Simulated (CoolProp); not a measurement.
Properties of R22 at several states.

Model: reference Helmholtz-energy equation of state, Kamei 1995, in CoolProp.

| T (K) | p (kPa) | phase | cp (kJ/(kg K)) | isothermal compressibility (1/MPa) |
|---|---|---|---|---|
| 438.4 | 24300 | supercritical | 1.315 | 0.01540 |
| 317.4 | 672 | gas | 0.7498 | 1.634 |
| 493.5 | 1390 | gas | 0.8737 | 0.7450 |
| 329.9 | 13900 | liquid | 1.226 | 0.005181 |
